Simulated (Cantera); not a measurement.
NO annealing gas

An isothermal, constant-pressure homogeneous reactor starts with NO : N2 = 1 : 0.36 (molar parts), at 2200 K and 32.3 Torr.

Detailed kinetics in Cantera: GRI-Mech 3.0 (53 species, 325 reactions). Radical loss at walls, strong at low pressure, is not modelled.

```json
[
 {"t (s)": "0.000200", "x NO": "0.735", "x N2": "0.265", "x NO2": "1.46e-7", "x O2": "2.38e-7", "x N2O": "1.95e-5", "x O": "2.08e-5"},
 {"t (s)": "0.000740", "x NO": "0.735", "x N2": "0.265", "x NO2": "1.43e-6", "x O2": "3.45e-6", "x N2O": "6.57e-5", "x O": "8.22e-5"},
 {"t (s)": "0.00274", "x NO": "0.735", "x N2": "0.265", "x NO2": "8.93e-6", "x O2": "5.67e-5", "x N2O": "0.000174", "x O": "0.000358"},
 {"t (s)": "0.0101", "x NO": "0.731", "x N2": "0.266", "x NO2": "2.93e-5", "x O2": "0.000966", "x N2O": "0.000235", "x O": "0.00133"},
 {"t (s)": "0.0374", "x NO": "0.714", "x N2": "0.274", "x NO2": "4.82e-5", "x O2": "0.00886", "x N2O": "0.000194", "x O": "0.00230"},
 {"t (s)": "0.138", "x NO": "0.639", "x N2": "0.312", "x NO2": "7.82e-5", "x O2": "0.0458", "x N2O": "0.000136", "x O": "0.00339"},
 {"t (s)": "0.512", "x NO": "0.357", "x N2": "0.452", "x NO2": "8.73e-5", "x O2": "0.185", "x N2O": "3.35e-5", "x O": "0.00582"},
 {"t (s)": "1.89", "x NO": "0.0466", "x N2": "0.607", "x NO2": "1.56e-5", "x O2": "0.339", "x N2O": "5.90e-7", "x O": "0.00764"},
 {"t (s)": "7.00", "x NO": "0.0148", "x N2": "0.622", "x NO2": "5.08e-6", "x O2": "0.355", "x N2O": "1.51e-7", "x O": "0.00781"}
]
```
x: mole fraction; the columns are a selection and need not sum to one.

Equilibrium at this temperature and pressure: NO 0.0146, N2 0.623, NO2 5.02e-6, O2 0.355, N2O 1.50e-7, O 0.00782 (gas phase only).
